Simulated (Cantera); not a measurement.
An isothermal, constant-pressure homogeneous reactor starts with CH₄ : N₂ = 1 : 38 (molar parts), at 1425 K and 20.0 Torr. Integrator tolerance rtol = 1e-08.

Cantera simulation using GRI-Mech 3.0 (53 species, 325 reactions); the numbers are that mechanism's predictions, not measurements. GRI-Mech 3.0 stops at C3 and has no aromatics, soot or wall deposition, so with more carbon than oxygen in the feed, carbon stays in small species such as C2H2 where larger ones or solid carbon would form. Radical loss at walls, strong at low pressure, is not modelled.

### Question
What does this change do: temperature 1425 to 1673 K?

### Answer
```json
[
 {"quantity": "x(CH₄) at 3.00 s", "before": "0.0234 (gas-phase equilibrium 1.78e-5)", "after": "0.000512 (gas-phase equilibrium 1.22e-6)"},
 {"quantity": "x(C₂H₂) at 3.00 s", "before": "0.000559 (gas-phase equilibrium 0.00214)", "after": "0.0122 (gas-phase equilibrium 0.00158)"},
 {"quantity": "x(HCN) at 3.00 s", "before": "4.61e-10 (gas-phase equilibrium 0.0207)", "after": "8.63e-6 (gas-phase equilibrium 0.0218)"},
 {"quantity": "x(C₂H) at 3.00 s", "before": "1.37e-10 (gas-phase equilibrium 5.37e-10)", "after": "1.80e-7 (gas-phase equilibrium 2.81e-8)"},
 {"quantity": "x(CH₂) at 3.00 s", "before": "8.95e-9 (gas-phase equilibrium 1.26e-11)", "after": "9.19e-8 (gas-phase equilibrium 3.29e-10)"},
 {"quantity": "x(C₂H₄) at 3.00 s", "before": "0.000500 (gas-phase equilibrium 1.33e-6)", "after": "1.99e-6 (gas-phase equilibrium 9.44e-8)"},
 {"quantity": "x(CH₃) at 3.00 s", "before": "7.92e-5 (gas-phase equilibrium 7.75e-8)", "after": "3.11e-5 (gas-phase equilibrium 9.02e-8)"}
]
```

### Question
What does this change do: CH4 1 to 0.17 parts?

### Answer
```csv
quantity,before,after
x(CH₄) at 3.00 s,0.0234 (gas-phase equilibrium 1.78e-5),0.00423 (gas-phase equilibrium 2.66e-7)
x(C₂H₂) at 3.00 s,0.000559 (gas-phase equilibrium 0.00214),3.09e-5 (gas-phase equilibrium 8.62e-5)
x(HCN) at 3.00 s,4.61e-10 (gas-phase equilibrium 0.0207),3.95e-10 (gas-phase equilibrium 0.00426)
x(C₂H) at 3.00 s,1.37e-10 (gas-phase equilibrium 5.37e-10),2.60e-11 (gas-phase equilibrium 5.13e-11)
x(CH₂) at 3.00 s,8.95e-9 (gas-phase equilibrium 1.26e-11),6.47e-9 (gas-phase equilibrium 1.06e-12)
x(C₂H₄) at 3.00 s,0.000500 (gas-phase equilibrium 1.33e-6),6.33e-5 (gas-phase equilibrium 9.49e-9)
x(CH₃) at 3.00 s,7.92e-5 (gas-phase equilibrium 7.75e-8),3.04e-5 (gas-phase equilibrium 2.76e-9)
```
